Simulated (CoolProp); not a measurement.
Computed with CoolProp (reference Helmholtz-energy equation of state, Gao 2022).

Question: Give the vapour pressure (kPa), enthalpy of vaporisation (kJ/kg), liquid cp (kJ/(kg K)), vapour Z of saturated n-perfluorobutane at -17.25 °C.

Answer: 
```
T (°C)  p (kPa)  enthalpy of vaporisation (kJ/kg)  liquid cp (kJ/(kg K))  vapour Z
------  -------  --------------------------------  ---------------------  --------
-17.25     52.5                               102                   1.09     0.971
```
